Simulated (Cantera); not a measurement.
Charge: 1 mol SO2, 0.45 mol H2, at 128000 Torr.

These are equilibrium values from Cantera (NASA tables, ideal gas, pure condensed phases), not measurements of a reactor. Candidate condensed phases: H2O, H2SO4, S; 19 gas species. The ideal-gas law is rough above about 30 bar. The numbers say what is thermodynamically allowed, not how fast it happens.

**Question.** At 1673 K, list the 7 most abundant gas species with their mole fractions, and the condensed phases.

**Answer.** SO2 0.589, H2O 0.311, S2 0.0541, H2S 0.0232, S2O 0.0150, H2 0.00447, SO 0.00241. Condensed: gas only.
